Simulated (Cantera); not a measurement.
An adiabatic, constant-volume homogeneous reactor starts with CH₄ : O₂ : N₂ = 1 : 2.5 : 9.4 (molar parts), at 1800 K and 1.10 bar.

Model: GRI-Mech 3.0 (53 species, 325 reactions), integrated in Cantera.

Q: Predict: time of steepest temperature rise; temperature at 0.200 s; equilibrium temperature; x(O₂) at 0.200 s; x(NO) at 0.200 s.

A: 
```json
{
 "time_of_steepest_temperature_rise": "96.9 µs",
 "temperature at 0.200 s": "2917 K",
 "equilibrium_temperature": "2917 K",
 "x(O₂) at 0.200 s": "0.0418 (gas-phase equilibrium 0.0418)",
 "x(NO) at 0.200 s": "0.0180 (gas-phase equilibrium 0.0180)"
}
```
